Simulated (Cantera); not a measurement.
A Cantera script and what it prints.

```python
import numpy as np
import cantera as ct

gas_names = """
    Fe FeO Fe(OH)2 H HO2 H2 H2O H2O2 O OH O2 O3
""".split()
cond_names = """
    Fe(a) Fe(c) Fe(d) Fe(L) FeO(s) FeO(L) Fe(OH)2(s) Fe(OH)3(s) Fe2O3(s) Fe3O4(s) H2O(s) H2O(L)
""".split()


def load(file, names, dense=False):
    # The tables refer to 1 bar. Condensed volumes are neglected.
    table = {s.name: s for s in ct.Species.list_from_file(file)}
    out = []
    for n in names:
        d = dict(table[n].input_data)
        d["thermo"] = dict(d["thermo"], **{"reference-pressure": 1e5})
        if dense:
            d["equation-of-state"] = {"model": "constant-volume", "density": "1e6 g/cm^3"}
        out.append(ct.Species.from_dict(d))
    return out


gas = ct.Solution(thermo="ideal-gas", species=load("nasa_gas.yaml", gas_names))
cond = {s.name: ct.Solution(thermo="fixed-stoichiometry", species=[s], name=s.name)
        for s in load("nasa_condensed.yaml", cond_names, dense=True)}
atoms = {
    'Fe2O3': {'Fe': 2, 'O': 3},
    'H2': {'H': 2},
}
top_T = {'Fe2O3(s)': 1830, 'Fe3O4(s)': 1870}  # K; cautious upper limits of use, not melting points


def equilibrate(T, P, feed):
    n = {}
    for name, mol in feed.items():
        for a, k in atoms[name].items():
            n[a] = n.get(a, 0.0) + k * mol
    gas.TPX = T, P, n
    mass = sum(n.values()) * gas.mean_molecular_weight
    gas.equilibrate("TP")
    valid = [c for c in cond.values() if c.min_temp <= T <= top_T.get(c.name, c.max_temp)]
    mix = ct.Mixture([(gas, mass / gas.mean_molecular_weight)] + [(c, 0.0) for c in valid])
    mix.T, mix.P = T, P
    mix.equilibrate("TP", solver="vcs", rtol=1e-11, max_steps=5000)
    return mix


results = []
feed = {'Fe2O3': 1, 'H2': 4.6}  # mol
T = 1975  # K
P = 19  # Pa
mix = equilibrate(T, P, feed)
results.append((T, P, feed, dict(zip(mix.species_names, mix.species_moles))))
print(gas.report(threshold=0.001))
for i in range(1, mix.n_phases):
    print(f"{mix.phase(i).name:16s} {mix.phase_moles(i):12.5e} mol")
```

Output:

```
       temperature   1975 K
          pressure   19 Pa
           density   2.8731e-05 kg/m^3
  mean mol. weight   24.831 kg/kmol
   phase of matter   gas

                          1 kg             1 kmol
                     ---------------   ---------------
          enthalpy        3.4583e+06        8.5872e+07  J
   internal energy        2.7969e+06        6.9451e+07  J
           entropy             12599        3.1284e+05  J/K
    Gibbs function       -2.1424e+07       -5.3199e+08  J
 heat capacity c_p            1517.3             37677  J/K
 heat capacity c_v            1182.5             29362  J/K

                      mass frac. Y      mole frac. X     chem. pot. / RT
                     ---------------   ---------------   ---------------
                Fe           0.63881           0.28404            -9.263
               FeO          0.028276         0.0097728           -31.359
                 H         0.0019272          0.047474           -14.742
                H2          0.018569           0.22871           -29.484
               H2O           0.30422           0.41932            -51.58
                 O        0.00081615         0.0012667           -22.096
                OH         0.0056807         0.0082942           -36.838
                O2         0.0012943         0.0010044           -44.191
     [   +4 minor]        0.00041228        0.00011393

Fe(L)             0.00000e+00 mol
FeO(L)            0.00000e+00 mol
```

Method: chemical equilibrium by Gibbs-energy minimisation in Cantera with the NASA 1993 tables (ideal gas, pure condensed phases).
